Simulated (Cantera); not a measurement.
Cantera run:

```python
import numpy as np
import cantera as ct

gas_names = """
    CL CL2 H HCL H2 N NH NH2 NH3 N2 N2H2 N2H4 Si SiCL SiCL2 SiCL3 SiCL4 SiH SiHCL3 SiH2 SiH2CL2 SiH3
    SiH3CL SiH4 SiN Si2 Si2N Si3
""".split()
cond_names = """
    NH4CL(a) NH4CL(b) Si(cr) Si(L) Si3N4(a)
""".split()


# ... load() reads the species with a 1 bar reference pressure and builds the phases ...
atoms = {
    'SiH2Cl2': {'Si': 1, 'H': 2, 'CL': 2},
    'HCl': {'H': 1, 'CL': 1},
    'N2': {'N': 2},
}
top_T = {'Si3N4(a)': 2400}  # K; cautious upper limits of use, not melting points


# ... equilibrate(T, P, feed) seeds the gas with the atoms and calls Mixture.equilibrate('TP', solver="vcs", rtol=1e-11, max_steps=5000) ...
results = []
T = 1598.15  # K
P = 133.322  # Pa
for m in [5.5, 9.2, 16, 26, 44, 75, 130]:
    feed = {'SiH2Cl2': 1, 'HCl': 0.028, 'N2': m}  # mol
    mix = equilibrate(T, P, feed)
    results.append((T, P, feed, dict(zip(mix.species_names, mix.species_moles))))
    x = sorted(zip(gas.X, gas.species_names), reverse=True)
    print(f"T = {T:g} K  P = {P:g} Pa  n(N2) = {m:g} mol  gas = {mix.phase_moles(0):.4g} mol")
    print("   x: " + "  ".join(f"{s} {v:.3e}" for v, s in x if v > 1e-06))
    print("   condensed (mol): " + ("  ".join(f"{mix.phase(i).name} {mix.phase_moles(i):.4g}"
          for i in range(1, mix.n_phases) if mix.phase_moles(i) > 1e-12) or "none"))
```

It prints:

```
T = 1598.15 K  P = 133.322 Pa  n(N2) = 5.5 mol  gas = 7.34 mol
   x: N2 7.239e-01  H2 9.861e-02  SiCL2 9.673e-02  HCL 7.861e-02  SiCL3 1.219e-03  H 4.585e-04  CL 2.892e-04  SiCL 9.599e-05  SiCL4 3.803e-05  Si 3.154e-05  SiHCL3 6.849e-06
   condensed (mol): Si3N4(a) 0.09325
T = 1598.15 K  P = 133.322 Pa  n(N2) = 9.2 mol  gas = 11.04 mol
   x: N2 8.162e-01  H2 6.477e-02  SiCL2 6.374e-02  HCL 5.383e-02  SiCL3 6.789e-04  H 3.716e-04  CL 2.443e-04  SiCL 7.487e-05  Si 2.912e-05  SiCL4 1.789e-05  SiHCL3 3.090e-06
   condensed (mol): Si3N4(a) 0.09587
T = 1598.15 K  P = 133.322 Pa  n(N2) = 16 mol  gas = 17.83 mol
   x: N2 8.862e-01  H2 3.972e-02  SiCL2 3.922e-02  HCL 3.398e-02  SiCL3 3.367e-04  H 2.910e-04  CL 1.970e-04  SiCL 5.714e-05  Si 2.757e-05  SiCL4 7.152e-06  SiHCL3 1.200e-06
   condensed (mol): Si3N4(a) 0.09763
T = 1598.15 K  P = 133.322 Pa  n(N2) = 26 mol  gas = 27.84 mol
   x: N2 9.270e-01  H2 2.531e-02  SiCL2 2.505e-02  HCL 2.201e-02  H 2.323e-04  SiCL3 1.745e-04  CL 1.598e-04  SiCL 4.499e-05  Si 2.675e-05  SiCL4 3.008e-06
   condensed (mol): Si3N4(a) 0.09854
T = 1598.15 K  P = 133.322 Pa  n(N2) = 44 mol  gas = 45.84 mol
   x: N2 9.556e-01  H2 1.530e-02  SiCL2 1.518e-02  HCL 1.346e-02  H 1.806e-04  CL 1.257e-04  SiCL3 8.319e-05  SiCL 3.467e-05  Si 2.621e-05  SiCL4 1.128e-06
   condensed (mol): Si3N4(a) 0.09907
T = 1598.15 K  P = 133.322 Pa  n(N2) = 75 mol  gas = 76.84 mol
   x: N2 9.735e-01  H2 9.097e-03  SiCL2 9.046e-03  HCL 8.059e-03  H 1.393e-04  CL 9.761e-05  SiCL3 3.849e-05  SiCL 2.660e-05  Si 2.589e-05
   condensed (mol): Si3N4(a) 0.09924
T = 1598.15 K  P = 133.322 Pa  n(N2) = 130 mol  gas = 131.8 mol
   x: N2 9.845e-01  H2 5.285e-03  SiCL2 5.265e-03  HCL 4.704e-03  H 1.062e-04  CL 7.475e-05  Si 2.570e-05  SiCL 2.021e-05  SiCL3 1.716e-05
   condensed (mol): Si3N4(a) 0.09907
```

These are equilibrium values from Cantera (NASA tables, ideal gas, pure condensed phases), not measurements of a reactor. The tables' values for SiCl3, SiCl are old estimates; treat these amounts as uncertain.
